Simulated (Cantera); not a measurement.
A closed system holds: 1 mol SiHCl3, 0.018 mol C2H4, 19 mol H2, equilibrated at 2573 K and 25.0 mbar.

Cantera equilibrium calculation (NASA polynomials, part measured and part estimated; ideal gas, pure solids and liquids). Candidate condensed phases: C, C6H6, C7H8, C8H18, Si, SiC; 109 gas species. The tables' values for SiCl are old estimates; treat these amounts as uncertain. Gases not in the tables: Si2H6 and higher silanes. Kinetics and transport are ignored.

Base state: H2 0.665, H 0.177, HCl 0.0984, Si 0.0343, Cl 0.0184, SiCl 0.00226, SiCl2 0.00216, SiH 0.00105 (mole fractions); condensed: gas only.

Task: What changes in the equilibrium state with this change: temperature from 2573 K to 1450 K?

Result: 
```json
[
 {"species": "H2", "before": "0.665", "after": "0.887"},
 {"species": "HCl", "before": "0.0984", "after": "0.0859"},
 {"species": "SiCl2", "before": "0.00216", "after": "0.0257"},
 {"species": "H", "before": "0.177", "after": "5.63e-5"},
 {"species": "Si", "before": "0.0343", "after": "1.23e-7"},
 {"species": "Cl", "before": "0.0184", "after": "4.44e-6"},
 {"species": "Si2C", "before": "0.000361", "after": "<1e-9"},
 {"species": "SiC2", "before": "0.000290", "after": "<1e-9"},
 {"species": "Si(s), mol", "before": "0", "after": "0.387"},
 {"species": "SiC(s), mol", "before": "0", "after": "0.0360"}
]
```
Mutual solubility and eutectic melting of coexisting phases are not modelled. The tables' values for SiCl3 are old estimates; treat these amounts as uncertain.

Task: What changes in the equilibrium state with this change: temperature from 2573 K to 1575 K?

Result: 
```csv
species,before,after
H2,0.665,0.886
HCl,0.0984,0.0851
SiCl2,0.00216,0.0277
H,0.177,0.000247
Si,0.0343,2.30e-6
Cl,0.0184,1.89e-5
SiC2,0.000290,<1e-9
C2H2 (acetylene),0.000258,1.74e-9
"Si(s), mol",0,0.366
"SiC(s), mol",0,0.0360
```
Mutual solubility and eutectic melting of coexisting phases are not modelled. The tables' values for SiCl3, SiCl are old estimates; treat these amounts as uncertain.
